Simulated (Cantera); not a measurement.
Cantera run, input and output.

```python
import numpy as np
import cantera as ct

gas = ct.Solution("h2o2.yaml")
gas.TPX = 700, 1000000, {'H2': 1, 'O2': 0.82, 'N2': 3.2, 'H2O': 0.12}
flame = ct.FreeFlame(gas, width=0.008)
flame.set_refine_criteria(ratio=3, slope=0.08, curve=0.16)
flame.transport_model = "mixture-averaged"
flame.solve(loglevel=0, auto=True)
z, T = flame.grid, flame.T
thick = (T[-1] - T[0]) / np.gradient(T, z).max()
show = ['H2', 'O2', 'H2O', 'H', 'OH', 'H2O2']
print(f"laminar burning velocity  {flame.velocity[0] * 100:.3f} cm/s")
print(f"burnt temperature         {T[-1]:.1f} K")
print(f"thermal thickness         {thick * 1e3:.4f} mm")
print(f"grid points               {len(z)}")
z0 = z[flame.heat_release_rate.argmax()]
print(f"{'z/mm':>9s}{'T/K':>9s}{'u/(m/s)':>9s}" + "".join(f"{s:>11s}" for s in show))
rows = []
for k in (-3, -2, -1.5, -1, -0.5, -0.25, 0, 0.25, 0.5, 1, 2, 4, 8):
    zz = z0 + k * thick
    rows.append([k * thick, np.interp(zz, z, T), np.interp(zz, z, flame.velocity),
                 *(np.interp(zz, z, flame.X[gas.species_index(s)]) for s in show)])
    print(f"{rows[-1][0] * 1e3:9.3f}{rows[-1][1]:9.1f}{rows[-1][2]:9.3f}" + "".join(f"{x:11.3e}" for x in rows[-1][3:]))
```

Result:

```
laminar burning velocity  205.654 cm/s
burnt temperature         2057.0 K
thermal thickness         0.0340 mm
grid points               111
     z/mm      T/K  u/(m/s)         H2         O2        H2O          H         OH       H2O2
   -0.102    700.6    2.050  1.909e-01  1.603e-01  2.352e-02  1.299e-13  1.069e-13  1.590e-07
   -0.068    703.4    2.041  1.835e-01  1.616e-01  2.404e-02  3.875e-12  6.185e-12  1.354e-06
   -0.051    708.9    2.038  1.749e-01  1.631e-01  2.496e-02  5.237e-11  9.738e-11  4.537e-06
   -0.034    736.8    2.075  1.544e-01  1.657e-01  2.936e-02  5.930e-09  9.710e-09  2.873e-05
   -0.017    922.2    2.504  1.082e-01  1.615e-01  5.792e-02  2.634e-05  2.938e-05  2.240e-04
   -0.008   1202.8    3.218  7.347e-02  1.439e-01  1.008e-01  5.082e-04  4.900e-04  2.390e-04
    0.000   1524.9    4.055  3.987e-02  1.157e-01  1.542e-01  1.998e-03  2.249e-03  2.372e-05
    0.008   1745.1    4.636  1.853e-02  9.295e-02  1.915e-01  2.642e-03  4.945e-03  5.426e-06
    0.017   1868.1    4.959  9.027e-03  8.181e-02  2.094e-01  2.046e-03  6.613e-03  3.698e-06
    0.034   1974.4    5.231  3.330e-03  7.574e-02  2.218e-01  8.062e-04  6.490e-03  2.258e-06
    0.068   2031.3    5.372  1.029e-03  7.459e-02  2.277e-01  1.589e-04  4.335e-03  1.184e-06
    0.136   2051.3    5.420  2.908e-04  7.473e-02  2.300e-01  2.680e-05  2.559e-03  6.249e-07
    0.272   2056.3    5.431  1.379e-04  7.487e-02  2.306e-01  1.006e-05  1.894e-03  4.685e-07
```

Cantera simulation using the H2/O2 subset of GRI-Mech 3.0, which has no nitrogen chemistry; the numbers are that mechanism's predictions, not measurements. The hydrogen kinetics of GRI-Mech 3.0 are dated; newer H2 mechanisms differ, most at raised pressure. Burning velocities carry a grid error of a few per cent, more on coarse grids. Lean hydrogen flames are cellular in practice and burn faster than this planar one.
